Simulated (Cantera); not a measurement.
# Thermodynamics of fluorocarbon and chlorocarbon gases, feed c-C₄F₈ + F₂ + H₂

Feed: 1 mol c-C₄F₈, 0.92 mol F₂, 0.15 mol H₂, held at 490 Pa.

Cantera equilibrium calculation (NASA polynomials, part measured and part estimated; ideal gas, pure solids and liquids). Candidate condensed phases: C, C₆H₆, C₇H₈, C₈H₁₈; 95 gas species. The feed counts by its element totals alone. Gases not in the tables: C₂F₆ and larger saturated fluorocarbons. Equilibrium is a limit: real reactors are often held back by kinetics, nucleation or transport.

From 1223 K to 1673 K the condensed part is C(graphite). The main C-bearing gas is CF₄ throughout.

```tsv
T (K)	x CF₄	x HF	x CF₂	x F	n C(graphite)
1223	0.888	0.112	3.54e-6	3.30e-7	1.61
1298	0.888	0.112	1.75e-5	1.99e-6	1.61
1373	0.888	0.112	7.22e-5	9.89e-6	1.61
1448	0.888	0.112	0.000257	4.16e-5	1.61
1523	0.887	0.112	0.000806	0.000152	1.61
1598	0.885	0.112	0.00226	0.000490	1.61
1673	0.881	0.111	0.00578	0.00143	1.61
```
x: gas mole fraction; n: condensed amount in mol.
